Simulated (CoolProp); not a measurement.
Vapour-liquid equilibrium of acetone (1) + toluene (2) at 83.45 °C; x and y are mole fractions of (1).

The numbers come from the multi-fluid Helmholtz-energy mixture model, Lemmon 2006 and Lemmon 2006; pair parameters Bell 2016 in CoolProp.

Question: Give the bubble pressure and the first vapour's composition at x = 0.2, 0.425, 0.5. Is there an azeotrope?

Answer: x = 0.2: 99.57 kPa, y = 0.628; x = 0.425: 143.1 kPa, y = 0.794; x = 0.5: 155.7 kPa, y = 0.828. No azeotrope shows between x = 0.05 and 0.95.

The pair parameters rest on a limited set of measurements; away from them the model extrapolates.
